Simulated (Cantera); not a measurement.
A closed system holds: 1 mol SiCl₄, 0.013 mol CH₄, 13 mol H₂, equilibrated at 0.120 bar.

These are equilibrium values from Cantera (NASA tables, ideal gas, pure condensed phases), not measurements of a reactor. Candidate condensed phases: C, C₆H₆, C₇H₈, C₈H₁₈, Si, SiC; 109 gas species. Mutual solubility and eutectic melting of coexisting phases are not modelled. The tables' values for SiCl₃ are old estimates; treat these amounts as uncertain. The numbers say what is thermodynamically allowed, not how fast it happens.

x: gas mole fraction; n: condensed amount in mol.

```tsv
T (K)	x H₂	x HCl	x SiCl₂	x SiCl₄	x SiHCl₃	n SiC(s)	n Si(s)
1050	0.903	0.0264	0.00107	0.0492	0.0175	0.0129	0
1100	0.896	0.0344	0.00270	0.0453	0.0174	0.0130	0.0121
1150	0.886	0.0465	0.00538	0.0407	0.0157	0.0130	0.0368
1200	0.874	___	___	___	___	0.0130	___
1250	0.861	___	___	___	___	0.0130	0.0643
1300	0.847	0.0889	0.0249	0.0203	0.00883	0.0130	0.0595
1350	0.835	0.101	0.0344	0.0135	0.00638	0.0130	0.0431
1400	0.824	0.110	0.0436	0.00811	0.00429	0.0130	0.0205
1450	0.817	0.117	0.0510	0.00451	0.00272	0.0130	0
1500	0.811	0.123	0.0554	0.00243	0.00167	0.0130	0
```

**Question.** Some entries are withheld; supply them.

**Answer.** 
- 1250, x HCl: 0.0748
- 1250, x SiCl₂: 0.0164
- 1250, x SiCl₄: 0.0278
- 1250, x SiHCl₃: 0.0114
- 1200, x HCl: 0.0603
- 1200, x SiCl₂: 0.00981
- 1200, x SiCl₄: 0.0347
- 1200, x SiHCl₃: 0.0137
- 1200, n Si(s): 0.0558
